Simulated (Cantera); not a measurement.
Input (Python, Cantera) and output of one run.

```python
import numpy as np
import cantera as ct

gas_names = """
    Ca CaCL CaCL2 CaO CaOH CaO2H2 Ca2 CL CLO CL2 H HCL HOCL HO2 H2 H2O H2O2 O OH O2 O3
""".split()
cond_names = """
    Ca(a) Ca(b) Ca(L) CaCL2(s) CaCL2(L) CaO(s) CaO(L) CaO2H2(s) H2O(s) H2O(L)
""".split()


def load(file, names, dense=False):
    # The tables refer to 1 bar. Condensed volumes are neglected.
    table = {s.name: s for s in ct.Species.list_from_file(file)}
    out = []
    for n in names:
        d = dict(table[n].input_data)
        d["thermo"] = dict(d["thermo"], **{"reference-pressure": 1e5})
        if dense:
            d["equation-of-state"] = {"model": "constant-volume", "density": "1e6 g/cm^3"}
        out.append(ct.Species.from_dict(d))
    return out


gas = ct.Solution(thermo="ideal-gas", species=load("nasa_gas.yaml", gas_names))
cond = {s.name: ct.Solution(thermo="fixed-stoichiometry", species=[s], name=s.name)
        for s in load("nasa_condensed.yaml", cond_names, dense=True)}
atoms = {
    'CaCl2': {'Ca': 1, 'CL': 2},
    'H2O': {'H': 2, 'O': 1},
    'H2': {'H': 2},
}
top_T = {}  # K; cautious upper limits of use, not melting points


def equilibrate(T, P, feed):
    n = {}
    for name, mol in feed.items():
        for a, k in atoms[name].items():
            n[a] = n.get(a, 0.0) + k * mol
    gas.TPX = T, P, n
    mass = sum(n.values()) * gas.mean_molecular_weight
    gas.equilibrate("TP")
    valid = [c for c in cond.values() if c.min_temp <= T <= top_T.get(c.name, c.max_temp)]
    mix = ct.Mixture([(gas, mass / gas.mean_molecular_weight)] + [(c, 0.0) for c in valid])
    mix.T, mix.P = T, P
    mix.equilibrate("TP", solver="vcs", rtol=1e-11, max_steps=5000)
    return mix


results = []
feed = {'CaCl2': 1, 'H2O': 2.4, 'H2': 6.1}  # mol
P = 75000  # Pa
for T in [1400, 1475, 1550, 1625, 1700, 1775, 1850, 1925, 2000]:
    mix = equilibrate(T, P, feed)
    results.append((T, P, feed, dict(zip(mix.species_names, mix.species_moles))))
    x = sorted(zip(gas.X, gas.species_names), reverse=True)
    print(f"T = {T:g} K  P = {P:g} Pa  gas = {mix.phase_moles(0):.4g} mol")
    print("   x: " + "  ".join(f"{s} {v:.3e}" for v, s in x if v > 1e-06))
    print("   condensed (mol): " + ("  ".join(f"{mix.phase(i).name} {mix.phase_moles(i):.4g}"
          for i in range(1, mix.n_phases) if mix.phase_moles(i) > 1e-12) or "none"))
```

Result:

```
T = 1400 K  P = 75000 Pa  gas = 8.638 mol
   x: H2 7.062e-01  H2O 2.623e-01  HCL 3.102e-02  CaCL2 4.584e-04  H 4.720e-06
   condensed (mol): CaCL2(L) 0.8621  CaO(s) 0.134
T = 1475 K  P = 75000 Pa  gas = 8.707 mol
   x: H2 7.006e-01  H2O 2.533e-01  HCL 4.462e-02  CaCL2 1.467e-03  H 1.254e-05
   condensed (mol): CaCL2(L) 0.793  CaO(s) 0.1943
T = 1550 K  P = 75000 Pa  gas = 8.807 mol
   x: H2 6.927e-01  H2O 2.419e-01  HCL 6.128e-02  CaCL2 4.148e-03  H 3.027e-05  CL 2.138e-06
   condensed (mol): CaCL2(L) 0.6936  CaO(s) 0.2698
T = 1625 K  P = 75000 Pa  gas = 8.956 mol
   x: H2 6.811e-01  H2O 2.276e-01  HCL 8.069e-02  CaCL2 1.054e-02  H 6.723e-05  CL 6.272e-06
   condensed (mol): CaCL2(L) 0.5443  CaO(s) 0.3614
T = 1700 K  P = 75000 Pa  gas = 9.195 mol
   x: H2 6.634e-01  H2O 2.100e-01  HCL 1.021e-01  CaCL2 2.441e-02  H 1.386e-04  CL 1.658e-05  OH 2.267e-06  CaCL 1.951e-06  CaO2H2 1.354e-06
   condensed (mol): CaCL2(L) 0.3062  CaO(s) 0.4694
T = 1775 K  P = 75000 Pa  gas = 9.502 mol
   x: H2 6.419e-01  H2O 1.935e-01  HCL 1.182e-01  CaCL2 4.612e-02  H 2.678e-04  CL 3.788e-05  CaCL 6.883e-06  OH 5.026e-06  CaO2H2 2.723e-06
   condensed (mol): CaO(s) 0.5617
T = 1850 K  P = 75000 Pa  gas = 9.503 mol
   x: H2 6.417e-01  H2O 1.973e-01  HCL 1.104e-01  CaCL2 5.000e-02  H 4.983e-04  CL 6.514e-05  CaCL 1.645e-05  OH 1.132e-05  CaO2H2 5.681e-06
   condensed (mol): CaO(s) 0.5247
T = 1925 K  P = 75000 Pa  gas = 9.505 mol
   x: H2 6.414e-01  H2O 2.007e-01  HCL 1.034e-01  CaCL2 5.345e-02  H 8.841e-04  CL 1.072e-04  CaCL 3.650e-05  OH 2.392e-05  CaO2H2 1.116e-05  CaOH 1.410e-06
   condensed (mol): CaO(s) 0.4915
T = 2000 K  P = 75000 Pa  gas = 9.509 mol
   x: H2 6.408e-01  H2O 2.038e-01  HCL 9.705e-02  CaCL2 5.652e-02  H 1.503e-03  CL 1.696e-04  CaCL 7.592e-05  OH 4.773e-05  CaO2H2 2.079e-05  CaOH 3.740e-06
   condensed (mol): CaO(s) 0.4616
```

Equilibrium computed with Cantera from the NASA thermochemical tables; the gas is ideal and each condensed phase is pure. Mutual solubility and eutectic melting of coexisting phases are not modelled. Condensed phases not in the tables: oxide chlorides.
